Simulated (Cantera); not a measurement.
Input: 1 mol SiC, 0.47 mol CO2, 75 mol H2, equilibrated at 1100 K and 0.270 Pa.

Cantera equilibrium calculation (NASA polynomials, part measured and part estimated; ideal gas, pure solids and liquids). Candidate condensed phases: C, C6H6, C7H8, C8H18, H2O, Si, SiC, SiO2; 123 gas species. Mutual solubility and eutectic melting of coexisting phases are not modelled. Rates play no part.

Base state: H2 0.990, CO 0.00871, SiO 0.00133, H 1.57e-5 (mole fractions); condensed: SiC(s) + SiO2(β-quartz).

Problem. What changes in the equilibrium state with this change: temperature from 1100 K to 1950 K?

Solution. 
```csv
species,before,after
H2,0.990,0.492
H,1.57e-5,0.489
Si,<1e-9,0.00949
SiC2,<1e-9,0.000309
C2H2 (acetylene),<1e-9,0.000269
SiO,0.00133,1.81e-6
CO,0.00871,0.00923
"SiC(s), mol",0.810,0
"SiO2(β-quartz), mol",0.0897,0
"C(graphite), mol",0,0.410
```
